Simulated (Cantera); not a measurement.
Charge: 1 mol CsOH, 0.045 mol H₂O, a varied amount of H₂, equilibrated at 2198 K and 1 atm.

Equilibrium computed with Cantera from the NASA thermochemical tables; the gas is ideal and each condensed phase is pure. Candidate condensed phases: Cs, CsOH, H₂O; 15 gas species. The numbers say what is thermodynamically allowed, not how fast it happens.

Problem. At 0.11 mol H₂, list the 7 most abundant gas species with their mole fractions, and the condensed phases.

Solution. CsOH 0.654, H₂O 0.182, Cs 0.147, H₂ 0.0154, OH 0.00113, H 0.000686, CsO 0.000294. Condensed: gas only.
